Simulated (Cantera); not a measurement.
Feed: 1 mol SiC, 0.8 mol CO2, 1.4 mol H2, at 0.0825 Torr.

Equilibrium computed with Cantera from the NASA thermochemical tables; the gas is ideal and each condensed phase is pure. Candidate condensed phases: C, C6H6, C7H8, C8H18, H2O, Si, SiC, SiO2; 123 gas species. Mutual solubility and eutectic melting of coexisting phases are not modelled. The tables hold silica as quartz up to 1696 K and as liquid above; real silica turns to tridymite and cristobalite and melts near 1996 K. The numbers say what is thermodynamically allowed, not how fast it happens.

### Question
What share of the Si ends up in condensed phases as a function of T (K), at 1225, 1275, 1325, 1375, 1425, 1475, 1525, 1575, 1625, 1675, 1725, 1775, 1825?

### Answer
```
T (K)  Si condensed (%)                       as
-----  ----------------  -----------------------
1225               99.9  SiC(s) + SiO2(β-quartz)
1275               99.1  SiC(s) + SiO2(β-quartz)
1325               95.0  SiC(s) + SiO2(β-quartz)
1375               72.2  SiC(s) + SiO2(β-quartz)
1425               60.0                   SiC(s)
1475               60.0                   SiC(s)
1525               60.0                   SiC(s)
1575               60.0                   SiC(s)
1625               60.0                   SiC(s)
1675               59.9                   SiC(s)
1725               59.8                   SiC(s)
1775               59.5                   SiC(s)
1825               58.7                   SiC(s)
```
